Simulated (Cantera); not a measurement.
Cantera with NASA thermochemical tables; ideal gases at 1 bar, condensed phases pure. Values are per mole of reaction as written; species without (g) are pure solids or liquids, kept so even where they would boil at 1 bar.

2 Ti + O2(g) ⇌ 2 TiO(g)

```json
[
 {"T (K)": "300", "ΔH° (kJ)": "108.8", "ΔS° (J/K)": "200.3", "ΔG° (kJ)": "48.7", "log10 K": "-8.48", "condensed phases": "Ti(α)"},
 {"T (K)": "1500", "ΔH° (kJ)": "___", "ΔS° (J/K)": "___", "ΔG° (kJ)": "___", "log10 K": "___", "condensed phases": "Ti(β)"},
 {"T (K)": "1575", "ΔH° (kJ)": "___", "ΔS° (J/K)": "___", "ΔG° (kJ)": "___", "log10 K": "___", "condensed phases": "Ti(β)"},
 {"T (K)": "1650", "ΔH° (kJ)": "71.8", "ΔS° (J/K)": "160.0", "ΔG° (kJ)": "-192.2", "log10 K": "6.09", "condensed phases": "Ti(β)"},
 {"T (K)": "1725", "ΔH° (kJ)": "___", "ΔS° (J/K)": "___", "ΔG° (kJ)": "___", "log10 K": "___", "condensed phases": "Ti(β)"},
 {"T (K)": "1800", "ΔH° (kJ)": "66.8", "ΔS° (J/K)": "157.1", "ΔG° (kJ)": "-216.0", "log10 K": "6.27", "condensed phases": "Ti(β)"},
 {"T (K)": "1875", "ΔH° (kJ)": "64.0", "ΔS° (J/K)": "155.6", "ΔG° (kJ)": "-227.7", "log10 K": "6.34", "condensed phases": "Ti(β)"}
]
```

Task: Some entries are withheld; supply them.

Result: 
- 1500, ΔH° (kJ): 76.0
- 1500, ΔS° (J/K): 162.7
- 1500, ΔG° (kJ): -168.0
- 1500, log10 K: 5.85
- 1575, ΔH° (kJ): 74.0
- 1575, ΔS° (J/K): 161.4
- 1575, ΔG° (kJ): -180.2
- 1575, log10 K: 5.98
- 1725, ΔH° (kJ): 69.4
- 1725, ΔS° (J/K): 158.6
- 1725, ΔG° (kJ): -204.2
- 1725, log10 K: 6.18
